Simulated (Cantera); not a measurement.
Sublimation and decomposition of ceramics: AlN + N₂

Input: 1 mol AlN, 2.2 mol N₂, held at 5400 Pa.

These are equilibrium values from Cantera (NASA tables, ideal gas, pure condensed phases), not measurements of a reactor. Candidate condensed phases: Al, AlN; 5 gas species. Equilibrium is a limit: real reactors are often held back by kinetics, nucleation or transport.

From 1648 K to 2248 K the condensed part is AlN(s). From 2348 K to 2948 K nothing is condensed. The main Al-bearing gas is Al throughout.

```tsv
T (K)	log p N₂	log p Al	log p Al₂	log p N	log p AlN	n AlN(s)
1648	-1.27	-7.59	<-13	-12.35	<-13	1.000
1748	-1.27	-6.44	-12.73	-11.48	<-13	1.000
1848	-1.27	-5.41	-10.97	-10.71	-13.22	1.000
1948	-1.27	-4.49	-9.38	-10.01	-12.02	0.999
2048	-1.27	-3.67	-7.96	-9.39	-10.94	0.991
2148	-1.28	-2.92	-6.66	-8.82	-9.97	0.949
2248	-1.32	-2.21	-5.45	-8.32	-9.08	0.701
2348	-1.40	-1.84	-4.86	-7.89	-8.55	0
2448	-1.40	-1.84	-5.02	-7.45	-8.38	0
2548	-1.40	-1.84	-5.16	-7.05	-8.22	0
2648	-1.40	-1.84	-5.30	-6.67	-8.07	0
2748	-1.40	-1.84	-5.42	-6.33	-7.93	0
2848	-1.40	-1.84	-5.54	-6.01	-7.80	0
2948	-1.40	-1.84	-5.65	-5.71	-7.68	0
```
log p: log10 of the partial pressure in bar; n: condensed amount in mol.
